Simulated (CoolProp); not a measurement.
R113 along the isotherm 226.85 °C: density (kg/m³) from the reference equation and from simpler models built on Tc = 214.1 °C, pc = 33.92 bar, ω = 0.253; each cubic takes its own stable root.

The numbers come from the reference Helmholtz-energy equation of state, Marx 1992 in CoolProp.

```csv
p (bar),phase,reference,ideal gas,van der Waals,Redlich-Kwong,Peng-Robinson
3.91,gas,18.29,17.62,18.22,18.31,18.38
7.83,gas,38.15,35.29,37.87,38.22,38.52
11.7,gas,59.60,52.73,58.93,59.75,60.48
15.7,gas,84.22,70.76,82.91,84.51,85.91
19.6,gas,111.4,88.34,109.2,111.9,114.2
23.5,gas,143.0,105.9,139.4,143.6,147.2
27.4,gas,181.2,123.5,175.9,182.1,187.3
31.3,gas,230.5,141.1,223.6,232.1,239.0
35.2,supercritical,303.8,158.7,301.5,308.0,314.2
39.1,supercritical,460.9,176.2,501.4,485.7,459.1
43.1,supercritical,716.7,194.3,573.6,629.3,641.8
47,supercritical,806.8,211.8,610.1,691.6,727.2
50.9,supercritical,854.6,229.4,636.0,733.7,781.9
```
